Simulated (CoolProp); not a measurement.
Vapour-liquid equilibrium of 1-butene (1) + n-butane (2) at 67.75 °C; x and y are mole fractions of (1).

Computed with CoolProp (multi-fluid Helmholtz-energy mixture model, Lemmon 2005 and Bücker 2006; pair parameters Bell 2016).

```
x     bubble pressure, mixture model (MPa)  bubble pressure, Raoult's law (MPa)  y, mixture model  y, Raoult's law
----  ------------------------------------  -----------------------------------  ----------------  ---------------
0.05                                0.7756                               0.7752             0.058            0.059
0.15                                0.7912                               0.7897             0.170            0.173
0.25                                0.8071                               0.8042             0.279            0.284
0.35                                0.8230                               0.8186             0.385            0.390
0.45                                0.8387                               0.8331             0.487            0.493
0.55                                0.8539                               0.8476             0.585            0.592
0.65                                0.8686                               0.8620             0.680            0.688
0.75                                0.8824                               0.8765             0.773            0.781
0.85                                0.8954                               0.8910             0.864            0.871
0.95                                0.9072                               0.9054             0.955            0.958
```

The largest gap from Raoult's law is +0.8 % in bubble pressure, at x = 0.65. No azeotrope shows between x = 0.05 and 0.95.

The pair parameters rest on a limited set of measurements; away from them the model extrapolates.
